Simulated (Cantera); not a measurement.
Dilute partial oxidation

An isothermal, constant-pressure homogeneous reactor starts with CH4 : O2 : N2 = 0.008 : 0.0058 : 1 (molar parts), at 1450 K and 760 Torr.

Cantera simulation using GRI-Mech 3.0 (53 species, 325 reactions); the numbers are that mechanism's predictions, not measurements.

```json
[
 {"t (s)": "3.00e-5", "x CH4": "0.00789", "x O2": "0.00572", "x NO": "<1e-12", "x CH2CO": "<1e-12", "x OH": "9.09e-10", "x H2O": "4.25e-9"},
 {"t (s)": "0.000111", "x CH4": "0.00789", "x O2": "0.00572", "x NO": "<1e-12", "x CH2CO": "<1e-12", "x OH": "1.08e-9", "x H2O": "2.54e-8"},
 {"t (s)": "0.000413", "x CH4": "0.00789", "x O2": "0.00572", "x NO": "<1e-12", "x CH2CO": "<1e-12", "x OH": "1.56e-9", "x H2O": "1.28e-7"},
 {"t (s)": "0.00153", "x CH4": "0.00789", "x O2": "0.00572", "x NO": "<1e-12", "x CH2CO": "<1e-12", "x OH": "3.19e-9", "x H2O": "8.17e-7"},
 {"t (s)": "0.00569", "x CH4": "0.00787", "x O2": "0.00572", "x NO": "<1e-12", "x CH2CO": "3.48e-10", "x OH": "7.90e-9", "x H2O": "6.92e-6"},
 {"t (s)": "0.0211", "x CH4": "0.00773", "x O2": "0.00566", "x NO": "1.84e-12", "x CH2CO": "8.44e-8", "x OH": "2.55e-8", "x H2O": "7.17e-5"},
 {"t (s)": "0.0783", "x CH4": "0.00519", "x O2": "0.00435", "x NO": "7.03e-10", "x CH2CO": "2.81e-5", "x OH": "2.74e-7", "x H2O": "0.00170"},
 {"t (s)": "0.291", "x CH4": "0.00102", "x O2": "4.63e-5", "x NO": "2.07e-8", "x CH2CO": "1.75e-6", "x OH": "3.60e-8", "x H2O": "0.00628"},
 {"t (s)": "1.08", "x CH4": "0.000962", "x O2": "1.42e-6", "x NO": "1.64e-8", "x CH2CO": "1.99e-7", "x OH": "1.67e-8", "x H2O": "0.00619"},
 {"t (s)": "4.00", "x CH4": "0.000839", "x O2": "3.18e-11", "x NO": "1.02e-8", "x CH2CO": "1.58e-7", "x OH": "1.53e-8", "x H2O": "0.00591"}
]
```
x: mole fraction; the columns are a selection and need not sum to one.

Equilibrium at this temperature and pressure: CH4 4.32e-11, O2 <1e-12, NO 4.90e-10, CH2CO <1e-12, OH 5.71e-9, H2O 0.00285 (gas phase only).
